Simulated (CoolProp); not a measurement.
n-perfluorohexane at several states: fugacity coefficient from the reference equation and from simpler models built on Tc = 448.0 K, pc = 17.42 bar, ω = 0.497; each cubic takes its own stable root.

Model: reference Helmholtz-energy equation of state, Gao 2022, in CoolProp.

```json
[
 {"T (K)": "375.7", "p (bar)": "22.8", "phase": "liquid", "reference": "[?]", "van der Waals": "[?]", "Peng-Robinson": "0.1658"},
 {"T (K)": "432.5", "p (bar)": "0.151", "phase": "gas", "reference": "0.9966", "van der Waals": "0.9972", "Peng-Robinson": "0.9963"},
 {"T (K)": "402.4", "p (bar)": "8.36", "phase": "liquid", "reference": "[?]", "van der Waals": "[?]", "Peng-Robinson": "[?]"},
 {"T (K)": "307.9", "p (bar)": "8.08", "phase": "liquid", "reference": "0.05639", "van der Waals": "[?]", "Peng-Robinson": "0.05712"},
 {"T (K)": "426.2", "p (bar)": "0.56", "phase": "gas", "reference": "0.9866", "van der Waals": "0.9892", "Peng-Robinson": "0.9856"},
 {"T (K)": "406.1", "p (bar)": "13.1", "phase": "liquid", "reference": "0.4754", "van der Waals": "0.6753", "Peng-Robinson": "0.4766"}
]
```

### Question
Complete the blanks.

### Answer

- 375.7, reference: 0.1648
- 375.7, van der Waals: 0.3454
- 402.4, reference: 0.6746
- 402.4, van der Waals: 0.8156
- 402.4, Peng-Robinson: 0.6745
- 307.9, van der Waals: 0.3671

At some of these states van der Waals gives the other phase, because its saturation line lies elsewhere.
